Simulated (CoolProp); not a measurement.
Properties of carbonyl sulfide along the isobar 0.337 MPa.

Model: reference Helmholtz-energy equation of state, Lemmon 2006, in CoolProp. It is a short technical equation, of lower accuracy than the large ones.

```json
[
 {"T (K)": "268.5", "phase": "gas", "density (kg/m³)": "9.582", "speed of sound (m/s)": "209.2", "fugacity coefficient": "0.9492"},
 {"T (K)": "295", "phase": "gas", "density (kg/m³)": "(withheld)", "speed of sound (m/s)": "220.3", "fugacity coefficient": "0.9621"},
 {"T (K)": "321.6", "phase": "gas", "density (kg/m³)": "7.805", "speed of sound (m/s)": "(withheld)", "fugacity coefficient": "0.9709"},
 {"T (K)": "348.1", "phase": "gas", "density (kg/m³)": "7.162", "speed of sound (m/s)": "240.1", "fugacity coefficient": "0.9772"},
 {"T (K)": "374.7", "phase": "gas", "density (kg/m³)": "6.621", "speed of sound (m/s)": "(withheld)", "fugacity coefficient": "0.9818"},
 {"T (K)": "401.2", "phase": "gas", "density (kg/m³)": "6.161", "speed of sound (m/s)": "(withheld)", "fugacity coefficient": "0.9852"},
 {"T (K)": "427.8", "phase": "gas", "density (kg/m³)": "5.762", "speed of sound (m/s)": "266.2", "fugacity coefficient": "0.9879"},
 {"T (K)": "454.3", "phase": "gas", "density (kg/m³)": "5.414", "speed of sound (m/s)": "(withheld)", "fugacity coefficient": "0.9900"},
 {"T (K)": "480.9", "phase": "gas", "density (kg/m³)": "5.106", "speed of sound (m/s)": "(withheld)", "fugacity coefficient": "0.9917"},
 {"T (K)": "507.4", "phase": "gas", "density (kg/m³)": "4.832", "speed of sound (m/s)": "(withheld)", "fugacity coefficient": "0.9931"},
 {"T (K)": "534", "phase": "gas", "density (kg/m³)": "4.587", "speed of sound (m/s)": "296.8", "fugacity coefficient": "0.9942"},
 {"T (K)": "560.5", "phase": "gas", "density (kg/m³)": "4.366", "speed of sound (m/s)": "303.9", "fugacity coefficient": "0.9951"},
 {"T (K)": "587.1", "phase": "gas", "density (kg/m³)": "4.165", "speed of sound (m/s)": "310.9", "fugacity coefficient": "0.9959"}
]
```

Problem. Complete the blanks.

Solution. 
- 295, density (kg/m³): 8.592
- 321.6, speed of sound (m/s): 230.5
- 374.7, speed of sound (m/s): 249.2
- 401.2, speed of sound (m/s): 257.9
- 454.3, speed of sound (m/s): 274.2
- 480.9, speed of sound (m/s): 282.0
- 507.4, speed of sound (m/s): 289.5
